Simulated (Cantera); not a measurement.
Input (Python, Cantera) and output of one run.

```python
import numpy as np
import cantera as ct

gas_names = """
    CL CL2 H HCL H2 Si SiCL SiCL2 SiCL3 SiCL4 SiH SiHCL3 SiH2 SiH2CL2 SiH3 SiH3CL SiH4 Si2 Si3
""".split()
cond_names = """
    Si(cr) Si(L)
""".split()


# ... load() reads the species with a 1 bar reference pressure and builds the phases ...
atoms = {
    'Si': {'Si': 1},
    'Cl2': {'CL': 2},
    'H2': {'H': 2},
    'HCl': {'H': 1, 'CL': 1},
}
top_T = {}  # K; cautious upper limits of use, not melting points


# ... equilibrate(T, P, feed) seeds the gas with the atoms and calls Mixture.equilibrate('TP', solver="vcs", rtol=1e-11, max_steps=5000) ...
results = []
T = 1325  # K
P = 2700000  # Pa
for m in [0.5, 0.74, 0.97, 1.2, 1.4, 1.7, 1.9, 2.2, 2.4]:
    feed = {'Si': 1, 'Cl2': m, 'H2': 0.48, 'HCl': 1.4}  # mol
    mix = equilibrate(T, P, feed)
    results.append((T, P, feed, dict(zip(mix.species_names, mix.species_moles))))
    x = sorted(zip(gas.X, gas.species_names), reverse=True)
    print(f"T = {T:g} K  P = {P:g} Pa  n(Cl2) = {m:g} mol  gas = {mix.phase_moles(0):.4g} mol")
    print("   x: " + "  ".join(f"{s} {v:.3e}" for v, s in x if v > 0.001))
    print("   condensed (mol): " + ("  ".join(f"{mix.phase(i).name} {mix.phase_moles(i):.4g}"
          for i in range(1, mix.n_phases) if mix.phase_moles(i) > 1e-12) or "none"))
```

Output:

```
T = 1325 K  P = 2.7e+06 Pa  n(Cl2) = 0.5 mol  gas = 1.727 mol
   x: H2 5.695e-01  SiCL4 1.986e-01  SiHCL3 1.541e-01  HCL 3.756e-02  SiH2CL2 1.716e-02  SiCL3 1.575e-02  SiCL2 6.788e-03
   condensed (mol): Si(cr) 0.3215
T = 1325 K  P = 2.7e+06 Pa  n(Cl2) = 0.74 mol  gas = 1.839 mol
   x: H2 5.221e-01  SiCL4 2.321e-01  SiHCL3 1.659e-01  HCL 3.740e-02  SiCL3 1.771e-02  SiH2CL2 1.701e-02  SiCL2 7.339e-03
   condensed (mol): Si(cr) 0.1897
T = 1325 K  P = 2.7e+06 Pa  n(Cl2) = 0.97 mol  gas = 1.948 mol
   x: H2 4.826e-01  SiCL4 2.616e-01  SiHCL3 1.745e-01  HCL 3.705e-02  SiCL3 1.937e-02  SiH2CL2 1.669e-02  SiCL2 7.792e-03
   condensed (mol): Si(cr) 0.06412
T = 1325 K  P = 2.7e+06 Pa  n(Cl2) = 1.2 mol  gas = 2.102 mol
   x: H2 4.615e-01  SiCL4 3.281e-01  SiHCL3 1.236e-01  HCL 6.270e-02  SiCL3 1.404e-02  SiH2CL2 6.683e-03  SiCL2 3.262e-03
   condensed (mol): none
T = 1325 K  P = 2.7e+06 Pa  n(Cl2) = 1.4 mol  gas = 2.289 mol
   x: H2 4.130e-01  SiCL4 3.760e-01  HCL 1.501e-01  SiHCL3 5.297e-02  SiCL3 6.358e-03  SiH2CL2 1.071e-03
   condensed (mol): none
T = 1325 K  P = 2.7e+06 Pa  n(Cl2) = 1.7 mol  gas = 2.583 mol
   x: SiCL4 3.683e-01  HCL 3.287e-01  H2 2.842e-01  SiHCL3 1.630e-02  SiCL3 2.358e-03
   condensed (mol): none
T = 1325 K  P = 2.7e+06 Pa  n(Cl2) = 1.9 mol  gas = 2.782 mol
   x: HCL 4.410e-01  SiCL4 3.499e-01  H2 1.996e-01  SiHCL3 8.107e-03  SiCL3 1.400e-03
   condensed (mol): none
T = 1325 K  P = 2.7e+06 Pa  n(Cl2) = 2.2 mol  gas = 3.081 mol
   x: HCL 5.874e-01  SiCL4 3.214e-01  H2 8.808e-02  SiHCL3 2.468e-03
   condensed (mol): none
T = 1325 K  P = 2.7e+06 Pa  n(Cl2) = 2.4 mol  gas = 3.28 mol
   x: HCL 6.715e-01  SiCL4 3.040e-01  H2 2.370e-02
   condensed (mol): none
```

Equilibrium computed with Cantera from the NASA thermochemical tables; the gas is ideal and each condensed phase is pure. The tables' values for SiCl3 are old estimates; treat these amounts as uncertain.
